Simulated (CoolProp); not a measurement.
Vapour-liquid equilibrium of R125 (1) + dimethyl ether (2) at 0.026 MPa; x and y are mole fractions of (1).

The numbers come from the multi-fluid Helmholtz-energy mixture model, Lemmon 2005 and Wu 2011; pair parameters Bell 2016 in CoolProp.

```csv
x,"bubble temperature, mixture model (K)","bubble temperature, Raoult's law (K)","y, mixture model","y, Raoult's law"
0.05,220.6,219.2,0.078,0.145
0.2,[?],214.6,[?],0.453
0.35,216.0,211.0,0.547,0.646
0.5,[?],208.0,0.746,0.776
0.65,[?],205.5,[?],0.867
0.8,[?],203.3,[?],0.935
0.95,201.7,201.4,0.995,0.986
```

Q: Complete the blanks.

A: 
- 0.2, bubble temperature, mixture model (K): 218.7
- 0.2, y, mixture model: 0.315
- 0.5, bubble temperature, mixture model (K): 212.7
- 0.65, bubble temperature, mixture model (K): 208.7
- 0.65, y, mixture model: 0.886
- 0.8, bubble temperature, mixture model (K): 204.8
- 0.8, y, mixture model: 0.963

The largest gap from Raoult's law is +5.0 K in bubble temperature, at x = 0.35. No azeotrope shows between x = 0.05 and 0.95.

The pair parameters rest on a limited set of measurements; away from them the model extrapolates.
